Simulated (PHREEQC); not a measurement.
A made-up water analysis in mg/L, 80 °C, pH 6.85, pe 10.2: Na 0.284; K 0.000304; Ca 0.0321; Mg 0.019; Cl 0.247; S(6) as SO4 0.149; Alkalinity as HCO3 0.338; Sr 0.000292.

Valence states are taken as typed.

Equilibrium calculation in PHREEQC: ion-association model, phreeqc.dat.

Precipitation was switched off in this run.

**Question.** Estimate the charge-balance error.

**Answer.** charge-balance error -0.2 %.

**Question.** In which forms is C present?

**Answer.** HCO3- 77 %, CO2 23 % of the C.

Constants without temperature data keep their 25 °C values here.
